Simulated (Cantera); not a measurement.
Charge: 1 mol trisilylamine, 41 mol NH3, 2.1 mol H2, equilibrated at 0.000140 bar.

Method: chemical equilibrium by Gibbs-energy minimisation in Cantera with the NASA 1993 tables (ideal gas, pure condensed phases). Candidate condensed phases: Si, Si3N4; 18 gas species. The feed counts by its element totals alone. Gases not in the tables: Si2H6 and higher silanes. The numbers say what is thermodynamically allowed, not how fast it happens.

Task: Which condensed phases are stable at each of these points (T (°C)): 1052, 1102, 1152, 1202, 1252, 1302, 1352, 1402, 1452, 1502, 1552?

Result: 
| T (°C) | condensed phases | Si condensed (%) |
|---|---|---|
| 1052 | Si3N4(s) | 100.0 |
| 1102 | Si3N4(s) | 100.0 |
| 1152 | Si3N4(s) | 100.0 |
| 1202 | Si3N4(s) | 99.9 |
| 1252 | Si(s) | 99.6 |
| 1302 | Si(s) | 98.7 |
| 1352 | Si(s) | 96.3 |
| 1402 | Si(s) | 90.3 |
| 1452 | Si(l) | 77.2 |
| 1502 | Si(l) | 50.2 |
| 1552 | gas only | 0.0 |

From 1052 °C to 1202 °C the condensed part is Si3N4(s). From 1252 °C to 1402 °C the condensed part is Si(s). From 1452 °C to 1502 °C the condensed part is Si(l). At 1552 °C nothing is condensed.
